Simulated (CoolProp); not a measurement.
2000 sccm (0 °C, 1 atm) of nitrogen bubbles through liquid octamethyltrisiloxane (MDM) at 328.4 K and leaves saturated at a total pressure of 0.0678 MPa (ideal gas phase). Each further row changes one setting.

Computed with CoolProp (reference Helmholtz-energy equation of state, Thol 2017).

```
case                      vapour pressure (kPa)  mole fraction of vapour  delivery (mg/min)  delivery (sccm)  change of delivery for a bath 1 K warmer (%)
------------------------  ---------------------  -----------------------  -----------------  ---------------  --------------------------------------------
as stated                                  2.87                   0.0424                935             88.6                                           5.5
bath temperature 333.4 K                    ___                      ___               1220              115                                           5.3
total pressure 0.136 MPa                   2.87                   0.0211                ___              ___                                           5.3
```

What belongs in the gaps?


- bath temperature 333.4 K, vapour pressure (kPa): 3.69
- bath temperature 333.4 K, mole fraction of vapour: 0.0545
- total pressure 0.136 MPa, delivery (mg/min): 456
- total pressure 0.136 MPa, delivery (sccm): 43.2
